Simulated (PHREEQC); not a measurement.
Synthetic water in mg/L, 25 °C, pH 3.03, pe 10.2:

| constituent | mg/L |
|---|---|
| Na | 397 |
| K | 131 |
| Ca | 47.4 |
| Mg | 48.4 |
| Cl | 310 |
| S(6) as SO4 | 1070 |
| Cu(2) | 6.06 |
| Fe(3) | 39.2 |

Na is adjusted to close the charge balance.
Valence states are taken as typed.

The numbers come from PHREEQC with the ion-association model, phreeqc.dat.

```csv
quantity,before,after
ionic strength (mol/kgw),0.0381,0.108
SO4-2 (mol/kgw),0.00862,0.0237
Mg+2 (mol/kgw),0.00132,0.00336
Ca+2 (mol/kgw),0.000855,0.00226
MgSO4 (mol/kgw),0.000678,0.00264
SI of Gypsum (CaSO4:2H2O),-1.15,-0.55
SI of Jarosite-K (KFe3(SO4)2(OH)6),+4.87,+6.36
```

Which change was made?
(A) Cu(2) from 6.06 to 12.1 mg/L
(B) temperature from 25 to 65 °C at the same typed pH
(C) all concentrations times 3 at the same typed pH

C, all concentrations times 3 at the same typed pH

Precipitation was switched off in this run. Some of these states are supersaturated (in Jarosite-K, Hematite (slow to form), for instance).
